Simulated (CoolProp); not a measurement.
Saturation properties of n-undecane.

Computed with CoolProp (reference Helmholtz-energy equation of state, Aleksandrov 2011). It is a short technical equation, of lower accuracy than the large ones.

```csv
T (K),p (MPa),liquid density (kg/m³),vapour density (kg/m³),liquid cp (kJ/(kg K)),surface tension (mN/m)
487.2,0.1554,582.3,6.607,2.961,8.33
495.4,0.1860,574.3,7.883,2.998,[?]
503.5,0.2206,566.2,9.337,3.034,7.17
511.6,0.2601,[?],11.01,[?],6.61
519.8,0.3053,549.2,12.95,3.110,6.05
527.9,0.3558,540.3,15.16,[?],[?]
536,0.4125,531.0,17.69,3.191,4.99
544.2,0.4768,521.3,20.63,3.234,4.47
552.3,0.5477,511.2,23.99,3.280,3.97
560.4,0.6264,500.6,27.86,3.330,3.49
568.6,[?],489.2,32.41,3.386,3.01
576.7,0.8118,477.2,[?],3.448,2.56
```

Problem. What belongs in the gaps?

Solution. 
- 495.4, surface tension (mN/m): 7.74
- 511.6, liquid density (kg/m³): 557.9
- 511.6, liquid cp (kJ/(kg K)): 3.071
- 527.9, liquid cp (kJ/(kg K)): 3.149
- 527.9, surface tension (mN/m): 5.51
- 568.6, p (MPa): 0.7150
- 576.7, vapour density (kg/m³): 37.67

It boils at 468.9 K under 1 atm.

Surface tension comes from a separate correlation (Mulero 2014).
